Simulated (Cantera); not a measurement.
A Cantera script and what it prints.

```python
import numpy as np
import cantera as ct

gas_names = """
    H HO2 H2 H2O H2O2 Nb NbO NbO2 O OH O2 O3
""".split()
cond_names = """
    H2O(s) H2O(L) Nb(cr) Nb(L) NbO(s) NbO(L) NbO2(I) NbO2(II) NbO2(III) NbO2(L) Nb2O5(s) Nb2O5(L)
""".split()


# ... load() reads the species with a 1 bar reference pressure and builds the phases ...
atoms = {
    'Nb': {'Nb': 1},
    'H2O': {'H': 2, 'O': 1},
    'H2': {'H': 2},
}
top_T = {}  # K; cautious upper limits of use, not melting points


# ... equilibrate(T, P, feed) seeds the gas with the atoms and calls Mixture.equilibrate('TP', solver="vcs", rtol=1e-11, max_steps=5000) ...
results = []
T = 1048.15  # K
P = 17  # Pa
for m in [0.3, 0.45, 0.66, 0.96, 1.4, 2.1, 3.1]:
    feed = {'Nb': 1, 'H2O': m, 'H2': 18}  # mol
    mix = equilibrate(T, P, feed)
    results.append((T, P, feed, dict(zip(mix.species_names, mix.species_moles))))

top = {s: max(r[3][s] / sum(r[3][g] for g in gas_names) for r in results) for s in gas_names}
cols = sorted((s for s in top if top[s] > 1e-05), key=lambda s: -top[s])[:9]
seen = [c for c in cond_names if any(r[3].get(c, 0) > 1e-12 for r in results)]
print("log10 of partial pressures in bar; condensed amounts in mol")
print(f"{'n(H2O)':>10s}" + "".join(f"{s[:9]:>10s}" for s in cols + seen))
for T, P, feed, n in results:
    ng = sum(n[g] for g in gas_names)
    print(f"{feed['H2O']:10.4g}" + "".join(f"{np.log10(max(n[s] / ng * P / 1e5, 1e-99)):10.3f}" for s in cols)
          + "".join(f"{n.get(c, 0):10.4g}" for c in seen))
```

Output:

```
log10 of partial pressures in bar; condensed amounts in mol
    n(H2O)        H2       H2O    Nb(cr)    NbO(s)   NbO2(I)  Nb2O5(s)
       0.3    -3.770   -10.472       0.7       0.3         0         0
      0.45    -3.770   -10.472      0.55      0.45         0         0
      0.66    -3.770   -10.472      0.34      0.66         0         0
      0.96    -3.770   -10.472      0.04      0.96         0         0
       1.4    -3.770    -8.278         0    0.6006    0.3994         0
       2.1    -3.772    -6.073         0         0         1         0
       3.1    -3.782    -5.316         0         0         0       0.5
```

These are equilibrium values from Cantera (NASA tables, ideal gas, pure condensed phases), not measurements of a reactor. Mutual solubility and eutectic melting of coexisting phases are not modelled. NbO: taken at fixed stoichiometry. Condensed phases not in the tables: the oxides between NbO2 and Nb2O5, N, O or C dissolved in the metal.
